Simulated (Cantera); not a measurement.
**Ignition delay**

Mixture: 14.8 % CH3OH, 17.0 % O2, 68.2 % N2, equivalence ratio 1.3, at 1.01 bar, adiabatic and at constant volume. Ignition delay is the time to a rise of 400 K.

Detailed kinetics in Cantera: GRI-Mech 3.0 (53 species, 325 reactions). GRI-Mech 3.0 was tuned for natural gas; its chemistry of methanol as a main component is partial and can be far from experiment.

```csv
T0 (K),delay (ms)
1275,2.74
1350,0.990
1425,0.406
1500,0.186
1575,0.0942
1650,0.0515
1725,0.0301
1800,0.0185
1875,0.0120
1950,0.00809
```

The apparent activation energy between 1800 and 1950 K comes out as 160 kJ/mol.
